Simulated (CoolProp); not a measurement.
Properties of CHF3 (R23) along the isobar 0.745 MPa (Tc = 299.3 K, pc = 4.832 MPa, ω = 0.263).

Computed with CoolProp (reference Helmholtz-energy equation of state, Penoncello 2003).

```csv
T (K),phase,Z,cp (kJ/(kg K)),viscosity (µPa s)
254.9,gas,0.8932,0.8277,…
286.4,gas,…,…,14.4
317.8,gas,0.9535,…,15.9
349.3,gas,…,0.8345,17.3
380.7,gas,0.9762,…,…
412.1,gas,0.9826,0.9046,20.0
443.6,gas,0.9872,0.9398,21.4
475,gas,0.9906,0.9736,22.6
```

Question: Fill in the missing entries.

Answer: 
- 254.9, viscosity (µPa s): 12.9
- 286.4, Z: 0.9319
- 286.4, cp (kJ/(kg K)): 0.7904
- 317.8, cp (kJ/(kg K)): 0.8049
- 349.3, Z: 0.9671
- 380.7, cp (kJ/(kg K)): 0.8689
- 380.7, viscosity (µPa s): 18.7

Viscosity comes from a separate model (Shan 2000).
